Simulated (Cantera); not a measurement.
A closed system holds: 1 mol BCl₃, 2.2 mol H₂, held at 527 °C and 1000 Pa.

Method: chemical equilibrium by Gibbs-energy minimisation in Cantera with the NASA 1993 tables (ideal gas, pure condensed phases). Candidate condensed phases: B; 13 gas species. Gases not in the tables: BHCl₂. Rates play no part.

Base state: H₂ 0.659, BCl₃ 0.295, HCl 0.0464 (mole fractions); condensed: B(s).

### Question
What changes in the equilibrium state with this change: temperature from 527 °C to 1125 °C?

### Answer
| species | before | after |
|---|---|---|
| H₂ | 0.659 | 0.439 |
| HCl | 0.0464 | 0.403 |
| BCl₃ | 0.295 | 0.156 |
| BCl | <1e-9 | 0.000368 |
| BCl₂ | 9.89e-9 | 0.00110 |
| H | <1e-9 | 3.14e-5 |
| Cl | <1e-9 | 2.38e-5 |
| B(s), mol | 0.0499 | 0.459 |
The tables' values for BCl₂, BCl are old estimates; treat these amounts as uncertain.

### Question
What changes in the equilibrium state with this change: BCl₃ replaced by B₂O₃?

### Answer
| species | before | after |
|---|---|---|
| H₂ | 0.659 | 1.00 |
| BCl₃ | 0.295 | 0 |
| HCl | 0.0464 | 0 |
| B(s), mol | 0.0499 | 0 |
| B₂O₃(l), mol | 0 | 1.00 |
Further candidate phases: B₂O₃, B₃O₃H₃, H₂O.
